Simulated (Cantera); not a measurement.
What does this Cantera script print?

```python
import numpy as np
import cantera as ct

gas_names = """
    H H2 N NH NH2 NH3 N2 N2H2 N2H4 Si SiH SiH2 SiH3 SiH4 SiN Si2 Si2N Si3
""".split()
cond_names = """
    Si(cr) Si(L) Si3N4(a)
""".split()


# ... load() reads the species with a 1 bar reference pressure and builds the phases ...
atoms = {
    'SiH4': {'Si': 1, 'H': 4},
    'NH3': {'N': 1, 'H': 3},
}
top_T = {'Si3N4(a)': 2400}  # K; cautious upper limits of use, not melting points


# ... equilibrate(T, P, feed) seeds the gas with the atoms and calls Mixture.equilibrate('TP', solver="vcs", rtol=1e-11, max_steps=5000) ...
results = []
feed = {'SiH4': 1, 'NH3': 0.18}  # mol
P = 450  # Pa
for T in [1123, 1198, 1273, 1348, 1423, 1498, 1573, 1648, 1723]:
    mix = equilibrate(T, P, feed)
    results.append((T, P, feed, dict(zip(mix.species_names, mix.species_moles))))

top = {s: max(r[3][s] / sum(r[3][g] for g in gas_names) for r in results) for s in gas_names}
cols = sorted((s for s in top if top[s] > 1e-05), key=lambda s: -top[s])[:5]
seen = [c for c in cond_names if any(r[3].get(c, 0) > 1e-12 for r in results)]
print("log10 of partial pressures in bar; condensed amounts in mol")
print(f"{'T/K':>10s}" + "".join(f"{s[:9]:>10s}" for s in cols + seen))
for T, P, feed, n in results:
    ng = sum(n[g] for g in gas_names)
    print(f"{T:10.4g}" + "".join(f"{np.log10(max(n[s] / ng * P / 1e5, 1e-99)):10.3f}" for s in cols)
          + "".join(f"{n.get(c, 0):10.4g}" for c in seen))
```

Result:

```
log10 of partial pressures in bar; condensed amounts in mol
       T/K        H2        N2         H        Si       SiH    Si(cr)     Si(L)  Si3N4(a)
      1123    -2.347    -8.655    -8.544   -13.191   -12.960     0.865         0     0.045
      1198    -2.347    -7.572    -7.894   -11.890   -11.882     0.865         0   0.04499
      1273    -2.347    -6.619    -7.320   -10.744   -10.933    0.8652         0   0.04494
      1348    -2.347    -5.773    -6.809    -9.726   -10.090    0.8663         0   0.04457
      1423    -2.348    -5.019    -6.352    -8.816    -9.338    0.8723         0   0.04258
      1498    -2.351    -4.341    -5.941    -7.998    -8.664    0.8998         0   0.03339
      1573    -2.364    -3.766    -5.573    -7.260    -8.060         1         0         0
      1648    -2.364    -3.766    -5.233    -6.589    -7.507    0.9998         0         0
      1723    -2.365    -3.766    -4.922    -6.007    -7.032         0    0.9994         0
```

Equilibrium computed with Cantera from the NASA thermochemical tables; the gas is ideal and each condensed phase is pure. Mutual solubility and eutectic melting of coexisting phases are not modelled. Gases not in the tables: Si2H6 and higher silanes.
